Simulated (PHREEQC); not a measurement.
Consider water at 30 °C with 16 mmol/kgw CdCl2, 0.28 mmol/kgw H3BO3 and 18 mmol/kgw H2SO4. Closed to the air; pH follows from the charge balance.

Equilibrium calculation in PHREEQC: ion-association model, phreeqc.dat.

Precipitation was switched off in this run.

Task: What pH, density, ionic strength does the model give?

Result: pH 1.64; density 0.999 g/cm³; ionic strength 0.0600 mol/kgw.

Task: In which forms is Cl present?

Result: Cl- 77 %, CdCl+ 21 %, CdCl2 2.7 % of the Cl.

Complexes and solids missing from the database can't appear.
